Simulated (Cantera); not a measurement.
Cantera run, input and output.

```python
import numpy as np
import cantera as ct

surf = ct.Interface("ptcombust.yaml", "Pt_surf")
gas = surf.adjacent["gas"]
gas.TPX = 300, 8000, {'H2': 0.026, 'O2': 0.057, 'N2': 0.79}
jet = ct.ImpingingJet(gas=gas, width=0.038, surface=surf)
jet.inlet.mdot, jet.inlet.T, jet.inlet.X = 0.073, 300, {'H2': 0.026, 'O2': 0.057, 'N2': 0.79}
jet.set_refine_criteria(ratio=10, slope=0.2, curve=0.3)
show, cover = ['H2', 'O2', 'H2O', 'OH'], ["PT(S)", "H(S)", "O(S)", "OH(S)", "CO(S)", "C(S)"]

rows = []
print(f"{'Ts/K':>7s}" + "".join(f"{s:>11s}" for s in show + cover) + "   (gas at the wall, coverages)")
for i, Ts in enumerate([500, 550, 600, 650, 700, 750]):
    jet.surface.T = Ts
    if i == 0:
        surf.TP = Ts, 8000
        surf.coverages = "PT(S):0.5, O(S):0.5"
        surf.advance_coverages(1.0)
        jet.set_initial_guess(products="inlet")
    jet.solve(loglevel=0, auto=(i == 0))
    rows.append([*(jet.X[gas.species_index(s), -1] for s in show), *surf[cover].coverages])
    print(f"{Ts:7g}" + "".join(f"{x:11.3e}" for x in rows[-1]))
```

Output:

```
   Ts/K         H2         O2        H2O         OH      PT(S)       H(S)       O(S)      OH(S)      CO(S)       C(S)   (gas at the wall, coverages)
    500  2.266e-03  3.551e-02  5.442e-02  1.301e-15  9.354e-02  1.875e-09  8.820e-01  2.442e-02  1.417e-18  3.814e-29
    550  2.261e-03  3.561e-02  5.396e-02  4.983e-14  9.880e-02  2.238e-09  8.872e-01  1.396e-02  1.474e-16 -6.411e-27
    600  2.257e-03  3.569e-02  5.357e-02  1.030e-12  1.038e-01  3.412e-09  8.875e-01  8.683e-03  4.939e-17  2.722e-25
    650  2.251e-03  3.576e-02  5.324e-02  1.324e-11  1.088e-01  5.759e-09  8.854e-01  5.777e-03 -2.776e-21  5.784e-26
    700  2.214e-03  3.578e-02  5.301e-02  1.171e-10  1.155e-01  9.998e-09  8.804e-01  4.096e-03  2.502e-16  5.495e-25
    750  2.054e-03  3.567e-02  5.305e-02  7.500e-10  1.302e-01  1.860e-08  8.667e-01  3.133e-03  1.779e-19  5.798e-25
```

Cantera simulation using Deutschmann's 1995 Pt surface mechanism with GRI-Mech 3.0 gas chemistry; the numbers are that mechanism's predictions, not measurements. Catalytic surfaces can have several steady states; this one follows from the mechanism file's or the stated starting coverage.
